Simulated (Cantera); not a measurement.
What does this Cantera script print?

```python
import numpy as np
import cantera as ct

gas = ct.Solution("gri30.yaml")
gas.TPX = 1500, 110000, {'H2': 1, 'O2': 0.649, 'N2': 2.44, 'NO': 0.0043}
reactor = ct.IdealGasConstPressureReactor(gas, energy="on", clone=False)
net = ct.ReactorNet([reactor])
net.rtol, net.atol = 1e-08, 1e-16
show = ['H2', 'O2', 'OH', 'HO2', 'H']
times = np.geomspace(4e-06, 0.3, 14)

steps = ct.SolutionArray(gas, extra=["t"])
rows = []
print(f"{'t/s':>10s}{'T/K':>9s}{'P/Pa':>11s}" + "".join(f"{s:>11s}" for s in show))
for t in times:
    while net.time < t:
        t_next = net.step()
        steps.append(gas.state, t=t_next)
    rows.append([np.interp(t, steps.t, y) for y in (steps.T, steps.P, *steps(*show).X.T)])
    print(f"{t:10.3e}{rows[-1][0]:9.1f}{rows[-1][1]:11.4g}" + "".join(f"{x:11.3e}" for x in rows[-1][2:]))
rate = np.gradient(steps.T, steps.t)
print("integrator steps:", len(steps.t))
if steps.T.max() > steps.T[0] + 200:
    print(f"time of steepest temperature rise: {steps.t[rate.argmax()]:.4e} s")
gas.TPX = 1500, 110000, {'H2': 1, 'O2': 0.649, 'N2': 2.44, 'NO': 0.0043}
gas.equilibrate("HP")
print(f"equilibrium (HP): T = {gas.T:.1f} K  " + "  ".join(f"{s} {gas[s].X[0]:.3e}" for s in show))
```

Result:

```
       t/s      T/K       P/Pa         H2         O2         OH        HO2          H
 4.000e-06   1500.0    1.1e+05  2.443e-01  1.585e-01  2.798e-06  1.603e-06  1.817e-05
 9.486e-06   1511.1    1.1e+05  2.256e-01  1.504e-01  1.647e-03  4.596e-05  1.021e-02
 2.249e-05   2049.9    1.1e+05  4.107e-02  5.202e-02  2.732e-02  1.844e-05  6.069e-02
 5.334e-05   2440.7    1.1e+05  3.461e-02  4.582e-02  3.327e-02  9.775e-06  3.049e-02
 1.265e-04   2709.5    1.1e+05  2.511e-02  4.179e-02  3.237e-02  1.061e-05  1.435e-02
 3.000e-04   2778.2    1.1e+05  2.189e-02  4.027e-02  3.095e-02  1.224e-05  1.087e-02
 7.114e-04   2776.4    1.1e+05  2.194e-02  3.908e-02  3.049e-02  1.194e-05  1.073e-02
 1.687e-03   2772.3    1.1e+05  2.208e-02  3.736e-02  2.984e-02  1.145e-05  1.059e-02
 4.000e-03   2769.5    1.1e+05  2.219e-02  3.624e-02  2.941e-02  1.113e-05  1.051e-02
 9.486e-03   2769.2    1.1e+05  2.220e-02  3.610e-02  2.936e-02  1.109e-05  1.049e-02
 2.250e-02   2769.2    1.1e+05  2.220e-02  3.610e-02  2.936e-02  1.109e-05  1.049e-02
 5.335e-02   2769.2    1.1e+05  2.220e-02  3.610e-02  2.936e-02  1.109e-05  1.049e-02
 1.265e-01   2769.2    1.1e+05  2.220e-02  3.610e-02  2.936e-02  1.109e-05  1.049e-02
 3.000e-01   2769.2    1.1e+05  2.220e-02  3.610e-02  2.936e-02  1.109e-05  1.049e-02
integrator steps: 1273
time of steepest temperature rise: 1.2094e-05 s
equilibrium (HP): T = 2769.2 K  H2 2.220e-02  O2 3.610e-02  OH 2.936e-02  HO2 1.109e-05  H 1.049e-02
```

Cantera simulation using GRI-Mech 3.0 (53 species, 325 reactions); the numbers are that mechanism's predictions, not measurements.
